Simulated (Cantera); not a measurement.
**Ignition delay**

Mixture: 5.67 % CH4, 0.306 % CO, 19.8 % O2, 74.2 % N2, at 5.92 atm, adiabatic and at constant pressure. Ignition delay is the time to a rise of 400 K.

Computed with Cantera and GRI-Mech 3.0 (53 species, 325 reactions).

```json
[
 {"T0 (K)": "1223", "delay (ms)": "4.91"},
 {"T0 (K)": "1298", "delay (ms)": "1.97"},
 {"T0 (K)": "1373", "delay (ms)": "0.849"},
 {"T0 (K)": "1448", "delay (ms)": "0.390"},
 {"T0 (K)": "1523", "delay (ms)": "0.190"},
 {"T0 (K)": "1598", "delay (ms)": "0.0989"},
 {"T0 (K)": "1673", "delay (ms)": "0.0547"},
 {"T0 (K)": "1748", "delay (ms)": "0.0320"},
 {"T0 (K)": "1823", "delay (ms)": "0.0198"},
 {"T0 (K)": "1898", "delay (ms)": "0.0128"}
]
```

- apparent activation energy between 1748 and 1898 K: 170 kJ/mol
